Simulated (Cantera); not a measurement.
Input (Python, Cantera):

```python
import numpy as np
import cantera as ct

gas = ct.Solution("gri30.yaml")
gas.TPX = 2050, 1333, {'NO': 1, 'N2': 0.34}
inlet = ct.Reservoir(gas, clone=True)

reactor = ct.IdealGasConstPressureReactor(gas, energy="off", clone=False)
exhaust = ct.Reservoir(gas, clone=True)
tau = [1.7, 0.39, 0.09, 0.021, 0.0048, 0.0011, 0.00026][0]
for a, b in ((inlet, reactor), (reactor, exhaust)):
    ct.MassFlowController(a, b, mdot=lambda t: reactor.mass / tau)
net = ct.ReactorNet([reactor])
show = ['NO', 'O', 'N2', 'N2O', 'NO2', 'O2']

rows = []
print(f"{'tau/s':>10s}{'T/K':>9s}" + "".join(f"{s:>11s}" for s in show))
for tau in [1.7, 0.39, 0.09, 0.021, 0.0048, 0.0011, 0.00026]:
    net.initial_time = 0.0
    net.advance(30 * tau)
    before = gas.X
    net.advance(40 * tau)
    drift = np.max(np.abs(gas.X - before) / (gas.X + 1e-9))
    rows.append([gas.T, *gas[show].X, drift])
    print(f"{tau:10.3e}{gas.T:9.1f}" + "".join(f"{x:11.3e}" for x in gas[show].X))
```

Output:

```
     tau/s      T/K         NO          O         N2        N2O        NO2         O2
 1.700e+00   2050.0  5.933e-01  2.608e-03  3.293e-01  8.990e-05  6.149e-05  7.461e-02
 3.900e-01   2050.0  7.167e-01  1.524e-03  2.679e-01  1.582e-04  3.279e-05  1.367e-02
 9.000e-02   2050.0  7.410e-01  8.986e-04  2.560e-01  1.717e-04  1.818e-05  1.968e-03
 2.100e-02   2050.0  7.454e-01  3.265e-04  2.540e-01  1.248e-04  7.823e-06  1.517e-04
 4.800e-03   2050.0  7.461e-01  6.769e-05  2.537e-01  4.818e-05  1.346e-06  6.423e-06
 1.100e-03   2050.0  7.462e-01  1.404e-05  2.537e-01  1.287e-05  1.205e-07  2.959e-07
 2.600e-04   2050.0  7.463e-01  3.224e-06  2.537e-01  3.158e-06  8.065e-09  1.598e-08
```

Detailed kinetics in Cantera: GRI-Mech 3.0 (53 species, 325 reactions). Radical loss at walls, strong at low pressure, is not modelled.
